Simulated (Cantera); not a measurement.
A Cantera script and what it prints.

```python
import numpy as np
import cantera as ct

gas_names = """
    F F2 FS2F,fluorodisu S SF SF2 SF3 SF4 SF5 SF6 S2 S2F2,thiothiony S8 Si SiF SiF2 SiF3 SiF4 SiS Si2
    Si3
""".split()
cond_names = """
    S(cr1) S(cr2) S(L) Si(cr) Si(L)
""".split()


# ... load() reads the species with a 1 bar reference pressure and builds the phases ...
atoms = {
    'Si': {'Si': 1},
    'F2': {'F': 2},
    'SF6': {'S': 1, 'F': 6},
}
top_T = {}  # K; cautious upper limits of use, not melting points


# ... equilibrate(T, P, feed) seeds the gas with the atoms and calls Mixture.equilibrate('TP', solver="vcs", rtol=1e-11, max_steps=5000) ...
results = []
feed = {'Si': 1, 'F2': 8.7, 'SF6': 2.9}  # mol
T = 823  # K
P = 6  # Pa
mix = equilibrate(T, P, feed)
results.append((T, P, feed, dict(zip(mix.species_names, mix.species_moles))))
x = sorted(zip(gas.X, gas.species_names), reverse=True)
print(f"T = {T:g} K  P = {P:g} Pa  gas = {mix.phase_moles(0):.4g} mol")
print("   x: " + "  ".join(f"{s} {v:.3e}" for v, s in x if v > 0.0001))
print("   condensed (mol): " + ("  ".join(f"{mix.phase(i).name} {mix.phase_moles(i):.4g}"
      for i in range(1, mix.n_phases) if mix.phase_moles(i) > 1e-12) or "none"))
```

It prints:

```
T = 823 K  P = 6 Pa  gas = 15.03 mol
   x: F 5.890e-01  SF6 1.930e-01  F2 1.514e-01  SiF4 6.656e-02
   condensed (mol): none
```

Method: chemical equilibrium by Gibbs-energy minimisation in Cantera with the NASA 1993 tables (ideal gas, pure condensed phases).
